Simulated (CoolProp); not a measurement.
Vapour-liquid equilibrium of R125 (1) + propane (2) at 0.25 MPa; x and y are mole fractions of (1).

Model: multi-fluid Helmholtz-energy mixture model, Lemmon 2005 and Lemmon 2009; pair parameters Bell 2016, in CoolProp.

| x | bubble temperature, mixture model (K) | bubble temperature, Raoult's law (K) | y, mixture model | y, Raoult's law |
|---|---|---|---|---|
| 0.05 | 247.9 | 253.2 | 0.218 | 0.068 |
| 0.2 | [?] | 251.8 | 0.462 | 0.256 |
| 0.35 | 238.9 | 250.4 | [?] | 0.425 |
| 0.5 | 238.4 | 249.1 | 0.567 | 0.578 |
| 0.65 | 238.4 | 247.9 | 0.602 | 0.718 |
| 0.8 | 239.2 | 246.8 | 0.672 | 0.845 |
| 0.95 | [?] | 245.8 | [?] | 0.963 |

Some entries are withheld; supply them.


- 0.2, bubble temperature, mixture model (K): 240.7
- 0.35, y, mixture model: 0.533
- 0.95, bubble temperature, mixture model (K): 242.8
- 0.95, y, mixture model: 0.865

The largest gap from Raoult's law is -11.5 K in bubble temperature, at x = 0.35. y crosses x between x = 0.5 and 0.65: the model has an azeotrope there.

The pair parameters rest on a limited set of measurements; away from them the model extrapolates. With so large a gap from Raoult's law the liquid may split in two, which this calculation doesn't test in full.
